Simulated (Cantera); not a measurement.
# Equilibrium for silicon carbide growth: SiH4 + C2H2 + H2

A closed system holds: 1 mol SiH4, 0.019 mol C2H2, 82 mol H2, held at 10.0 mbar.

Cantera equilibrium calculation (NASA polynomials, part measured and part estimated; ideal gas, pure solids and liquids). Candidate condensed phases: C, C6H6, C7H8, C8H18, Si, SiC; 87 gas species. Mutual solubility and eutectic melting of coexisting phases are not modelled. Gases not in the tables: Si2H6 and higher silanes. Equilibrium is a limit: real reactors are often held back by kinetics, nucleation or transport.

```
T (°C)   x H2       x H      x Si    x SiH2  n Si(s)  n SiC(s)  n Si(l)
------  -----  --------  --------  --------  -------  --------  -------
627      1.00   1.17e-9    <1e-12  3.71e-12    0.962    0.0380        0
727      1.00   2.27e-8    <1e-12  9.37e-11    0.962    0.0380        0
827     1.000   2.59e-7  2.36e-12   1.32e-9    0.962    0.0380        0
927     1.000   1.97e-6  1.39e-10   1.19e-8    0.962    0.0380        0
1027    1.000   1.11e-5   4.33e-9   7.65e-8    0.962    0.0380        0
1127    1.000   4.86e-5   8.23e-8   3.77e-7    0.962    0.0380        0
1227    1.000  0.000176   1.05e-6   1.50e-6    0.962    0.0380        0
1327    0.999  0.000544   9.75e-6   5.00e-6    0.961    0.0380        0
1427    0.998   0.00147   6.79e-5   1.42e-5        0    0.0379    0.954
```
x: gas mole fraction; n: condensed amount in mol.

From 627 °C to 1327 °C the condensed part is Si(s) + SiC(s). At 1427 °C the condensed part is Si(l) + SiC(s).
